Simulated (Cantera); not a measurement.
Input (Python, Cantera) and output of one run.

```python
import numpy as np
import cantera as ct

gas_names = """
    CL CL2 H HCL H2 N NH NH2 NH3 N2 N2H2 N2H4 Si SiCL SiCL2 SiCL3 SiCL4 SiH SiHCL3 SiH2 SiH2CL2 SiH3
    SiH3CL SiH4 SiN Si2 Si2N Si3
""".split()
cond_names = """
    NH4CL(a) NH4CL(b) Si(cr) Si(L) Si3N4(a)
""".split()


# ... load() reads the species with a 1 bar reference pressure and builds the phases ...
atoms = {
    'SiH2Cl2': {'Si': 1, 'H': 2, 'CL': 2},
    'NH3': {'N': 1, 'H': 3},
}
top_T = {'Si3N4(a)': 2400}  # K; cautious upper limits of use, not melting points


# ... equilibrate(T, P, feed) seeds the gas with the atoms and calls Mixture.equilibrate('TP', solver="vcs", rtol=1e-11, max_steps=5000) ...
results = []
feed = {'SiH2Cl2': 1, 'NH3': 3.5}  # mol
P = 1000  # Pa
for T in [850, 900, 950, 1000, 1050, 1100, 1150, 1200, 1250, 1300, 1350, 1400]:
    mix = equilibrate(T, P, feed)
    results.append((T, P, feed, dict(zip(mix.species_names, mix.species_moles))))

top = {s: max(r[3][s] / sum(r[3][g] for g in gas_names) for r in results) for s in gas_names}
cols = sorted((s for s in top if top[s] > 1e-05), key=lambda s: -top[s])[:8]
seen = [c for c in cond_names if any(r[3].get(c, 0) > 1e-12 for r in results)]
print("log10 of partial pressures in bar; condensed amounts in mol")
print(f"{'T/K':>10s}" + "".join(f"{s[:9]:>10s}" for s in cols + seen))
for T, P, feed, n in results:
    ng = sum(n[g] for g in gas_names)
    print(f"{T:10.4g}" + "".join(f"{np.log10(max(n[s] / ng * P / 1e5, 1e-99)):10.3f}" for s in cols)
          + "".join(f"{n.get(c, 0):10.4g}" for c in seen))
```

It prints:

```
log10 of partial pressures in bar; condensed amounts in mol
       T/K        H2       HCL        N2     SiCL2     SiCL4     SiCL3    SiHCL3         H  Si3N4(a)
       850    -2.196    -2.644    -2.878   -10.585    -4.475    -8.456    -6.806   -11.786     0.324
       900    -2.197    -2.639    -2.880    -9.665    -4.571    -7.957    -6.674   -11.030    0.3258
       950    -2.197    -2.636    -2.881    -8.845    -4.658    -7.513    -6.558   -10.353    0.3271
      1000    -2.198    -2.633    -2.882    -8.108    -4.738    -7.115    -6.455    -9.743    0.3281
      1050    -2.198    -2.631    -2.882    -7.444    -4.811    -6.757    -6.362    -9.190    0.3289
      1100    -2.199    -2.630    -2.883    -6.842    -4.879    -6.432    -6.278    -8.687    0.3294
      1150    -2.199    -2.629    -2.883    -6.294    -4.941    -6.137    -6.203    -8.227    0.3296
      1200    -2.199    -2.629    -2.883    -5.794    -5.001    -5.869    -6.136    -7.804    0.3295
      1250    -2.199    -2.630    -2.882    -5.337    -5.061    -5.626    -6.079    -7.415    0.3287
      1300    -2.199    -2.633    -2.881    -4.922    -5.125    -5.410    -6.032    -7.055    0.3266
      1350    -2.198    -2.640    -2.878    -4.549    -5.203    -5.225    -6.004    -6.722    0.3218
      1400    -2.197    -2.653    -2.871    -4.220    -5.309    -5.078    -6.002    -6.411    0.3125
```

Method: chemical equilibrium by Gibbs-energy minimisation in Cantera with the NASA 1993 tables (ideal gas, pure condensed phases). The tables' values for SiCl3 are old estimates; treat these amounts as uncertain.
